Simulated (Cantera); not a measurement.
Input: 1 mol Si₂H₆, 0.093 mol Cl₂, 68 mol H₂, held at 320 Pa.

Equilibrium computed with Cantera from the NASA thermochemical tables; the gas is ideal and each condensed phase is pure. Candidate condensed phases: Si; 19 gas species. The feed counts by its element totals alone. The tables' values for SiCl are old estimates; treat these amounts as uncertain. Gases not in the tables: Si₂H₆ and higher silanes. Kinetics and transport are ignored.

x: gas mole fraction; n: condensed amount in mol.

| T (K) | x H₂ | x H | x HCl | x Si | x SiH | n Si(s) | n Si(l) |
|---|---|---|---|---|---|---|---|
| 1048 | 0.997 | ? | 0.00259 | <1e-12 | 1.68e-12 | 2.00 | 0 |
| 1123 | 0.997 | ? | 0.00259 | 2.01e-11 | 2.89e-11 | 2.00 | 0 |
| 1198 | 0.997 | ? | 0.00258 | 4.02e-10 | 3.45e-10 | 2.00 | 0 |
| 1273 | 0.997 | ? | 0.00258 | 5.64e-9 | 3.07e-9 | 2.00 | 0 |
| 1348 | 0.997 | ? | 0.00258 | 5.88e-8 | 2.14e-8 | 2.00 | 0 |
| 1423 | 0.997 | ? | 0.00258 | 4.77e-7 | 1.21e-7 | 2.00 | 0 |
| 1498 | 0.997 | ? | 0.00257 | 3.14e-6 | 5.73e-7 | 2.00 | 0 |
| 1573 | 0.997 | ? | 0.00257 | 1.72e-5 | 2.34e-6 | 2.00 | 0 |
| 1648 | 0.996 | ? | 0.00256 | 8.05e-5 | 8.36e-6 | 1.99 | 0 |
| 1723 | 0.994 | ? | 0.00255 | 0.000307 | 2.49e-5 | 0 | 1.97 |
| 1798 | 0.990 | ? | 0.00254 | 0.000964 | 6.23e-5 | 0 | 1.92 |

Question: What belongs in the gaps?

Answer: 
- 1048, x H: 1.36e-7
- 1123, x H: 7.52e-7
- 1198, x H: 3.36e-6
- 1273, x H: 1.26e-5
- 1348, x H: 4.08e-5
- 1423, x H: 0.000117
- 1498, x H: 0.000303
- 1573, x H: 0.000718
- 1648, x H: 0.00157
- 1723, x H: 0.00321
- 1798, x H: 0.00619
